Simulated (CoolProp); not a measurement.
Properties of R236FA along the isotherm 126.85 °C.

Computed with CoolProp (reference Helmholtz-energy equation of state, Pan 2012).

```json
[
 {"p (MPa)": "1.23", "phase": "gas", "density (kg/m³)": "65.80", "conductivity (mW/(m K))": "22.6", "Prandtl number": "0.734", "fugacity coefficient": "0.8710"},
 {"p (MPa)": "2.45", "phase": "gas", "density (kg/m³)": "170.1", "conductivity (mW/(m K))": "26.2", "Prandtl number": "0.922", "fugacity coefficient": "0.7457"},
 {"p (MPa)": "3.68", "phase": "supercritical", "density (kg/m³)": "802.9", "conductivity (mW/(m K))": "46.8", "Prandtl number": "3.59", "fugacity coefficient": "0.5984"},
 {"p (MPa)": "4.91", "phase": "supercritical", "density (kg/m³)": "913.7", "conductivity (mW/(m K))": "49.2", "Prandtl number": "2.94", "fugacity coefficient": "0.4785"},
 {"p (MPa)": "6.14", "phase": "supercritical", "density (kg/m³)": "964.8", "conductivity (mW/(m K))": "51.5", "Prandtl number": "2.87", "fugacity coefficient": "0.4062"},
 {"p (MPa)": "7.36", "phase": "supercritical", "density (kg/m³)": "999.7", "conductivity (mW/(m K))": "53.3", "Prandtl number": "2.87", "fugacity coefficient": "0.3586"},
 {"p (MPa)": "8.59", "phase": "supercritical", "density (kg/m³)": "1027", "conductivity (mW/(m K))": "54.9", "Prandtl number": "2.89", "fugacity coefficient": "0.3248"},
 {"p (MPa)": "9.82", "phase": "supercritical", "density (kg/m³)": "1049", "conductivity (mW/(m K))": "56.3", "Prandtl number": "2.92", "fugacity coefficient": "0.2999"},
 {"p (MPa)": "11", "phase": "supercritical", "density (kg/m³)": "1068", "conductivity (mW/(m K))": "57.5", "Prandtl number": "2.95", "fugacity coefficient": "0.2818"},
 {"p (MPa)": "12.3", "phase": "supercritical", "density (kg/m³)": "1086", "conductivity (mW/(m K))": "58.7", "Prandtl number": "2.98", "fugacity coefficient": "0.2663"},
 {"p (MPa)": "13.5", "phase": "supercritical", "density (kg/m³)": "1100", "conductivity (mW/(m K))": "59.8", "Prandtl number": "3.02", "fugacity coefficient": "0.2551"},
 {"p (MPa)": "14.7", "phase": "supercritical", "density (kg/m³)": "1114", "conductivity (mW/(m K))": "60.7", "Prandtl number": "3.06", "fugacity coefficient": "0.2462"},
 {"p (MPa)": "16", "phase": "supercritical", "density (kg/m³)": "1127", "conductivity (mW/(m K))": "61.7", "Prandtl number": "3.10", "fugacity coefficient": "0.2385"}
]
```

Viscosity comes from a separate model (Huber 2003), an estimate that may be off by 10 % or more. Thermal conductivity comes from a separate model (Huber 2003), an estimate that may be off by 10 % or more.
